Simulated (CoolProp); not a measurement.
Vapour-liquid equilibrium of ethylbenzene (1) + m-xylene (2) at 416 K; x and y are mole fractions of (1).

Values from CoolProp's multi-fluid Helmholtz-energy mixture model, Zhou 2012 and Zhou 2012; pair parameters Bell 2016.

Problem. Give the bubble pressure and the first vapour's composition at x = 0.05, 0.125, 0.8. Is there an azeotrope?

Solution. x = 0.05: 112.6 kPa, y = 0.054; x = 0.125: 113.4 kPa, y = 0.134; x = 0.8: 119.4 kPa, y = 0.810. No azeotrope shows between x = 0.05 and 0.95.

Pair parameters are fitted to limited data, so mixtures are less certain than the pure fluids.
